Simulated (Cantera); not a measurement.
A perfectly stirred reactor is fed with CO : H2 : O2 : N2 = 1 : 1.1 : 1.72 : 6.47 (molar parts), at 2.37 atm; it is adiabatic with a 800 K inlet, and is followed from long to short residence time, starting on the burning branch (τ in s: 0.25, 0.084, 0.028, 0.0095, 0.0032, 0.0011, 0.00036, 0.00012, 4.1e-05, 1.4e-05, 4.7e-06).

Cantera simulation using GRI-Mech 3.0 (53 species, 325 reactions); the numbers are that mechanism's predictions, not measurements. The hydrogen kinetics of GRI-Mech 3.0 are dated; newer H2 mechanisms differ, most at raised pressure.

Predict: blow-out, bracketed by the residence times tried; x(CO) at τ = 0.250 s; x(H2) at τ = 0.250 s; x(O2) at τ = 0.250 s; x(NO2) at τ = 0.250 s; x(NO) at τ = 0.250 s; x(CO) at τ = 1.10 ms; x(H2) at τ = 1.10 ms; x(O2) at τ = 1.10 ms; x(NO2) at τ = 1.10 ms; x(NO) at τ = 1.10 ms.


```json
{
 "blow_out_bracketed_by_the_residence_times_tried": "burning at 14.0 µs, out at 4.70 µs",
 "x(CO) at τ = 0.250 s": "0.00277",
 "x(H2) at τ = 0.250 s": "0.000549",
 "x(O2) at τ = 0.250 s": "0.0691",
 "x(NO2) at τ = 0.250 s": "6.71e-6",
 "x(NO) at τ = 0.250 s": "0.00661",
 "x(CO) at τ = 1.10 ms": "0.0100",
 "x(H2) at τ = 1.10 ms": "0.00194",
 "x(O2) at τ = 1.10 ms": "0.0744",
 "x(NO2) at τ = 1.10 ms": "2.82e-7",
 "x(NO) at τ = 1.10 ms": "0.000273"
}
```
